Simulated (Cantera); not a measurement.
## Equilibrium for hydrogen reduction and annealing atmospheres: TiO₂ + H₂

A closed system holds: 1 mol TiO₂, 4.9 mol H₂, held at 0.330 bar.

Cantera equilibrium calculation (NASA polynomials, part measured and part estimated; ideal gas, pure solids and liquids). Candidate condensed phases: H₂O, Ti, TiO, TiO₂, Ti₂O₃, Ti₃O₅, Ti₄O₇; 12 gas species. Mutual solubility and eutectic melting of coexisting phases are not modelled. Condensed phases not in the tables: Magnéli phases beyond Ti₄O₇. Gases not in the tables: TiO(OH)₂. The numbers say what is thermodynamically allowed, not how fast it happens.

```csv
T (°C),x H₂,x H₂O,x H,x OH,x TiO₂,x TiO,x O,n TiO₂(rutile),n Ti₄O₇(s),n Ti₃O₅(s),n Ti₄O₇(l)
802,1.000,0.000225,2.55e-8,<1e-12,<1e-12,<1e-12,<1e-12,0.996,0.00110,0,0
902,0.999,0.000799,2.13e-7,1.19e-12,<1e-12,<1e-12,<1e-12,0.984,0.00391,0,0
1002,0.998,0.00234,1.28e-6,3.50e-11,<1e-12,<1e-12,<1e-12,0.954,0.0115,0,0
1102,0.994,0.00589,5.95e-6,6.34e-10,<1e-12,<1e-12,<1e-12,0.885,0.0289,0,0
1202,0.987,0.0131,2.24e-5,7.82e-9,1.31e-12,<1e-12,<1e-12,0.743,0.0643,0,0
1302,0.974,0.0264,7.14e-5,7.04e-8,3.19e-11,2.73e-12,4.33e-12,0.482,0.129,0,0
1402,0.951,0.0487,0.000197,4.88e-7,5.27e-10,3.92e-11,8.17e-11,0.0454,0.239,0,0
1502,0.949,0.0510,0.000491,1.64e-6,5.52e-9,6.07e-10,6.64e-10,0,0.250,0,0
1602,0.938,0.0607,0.00111,5.57e-6,4.62e-8,6.25e-9,4.97e-9,0,0.108,0.190,0
1702,0.933,0.0650,0.00230,1.53e-5,2.89e-7,5.16e-8,2.77e-8,0,0,0.276,0.0428
```
x: gas mole fraction; n: condensed amount in mol.

From 802 °C to 1402 °C the condensed part is TiO₂(rutile) + Ti₄O₇(s). At 1502 °C the condensed part is Ti₄O₇(s). At 1602 °C the condensed part is Ti₃O₅(s) + Ti₄O₇(s). At 1702 °C the condensed part is Ti₃O₅(s) + Ti₄O₇(l).
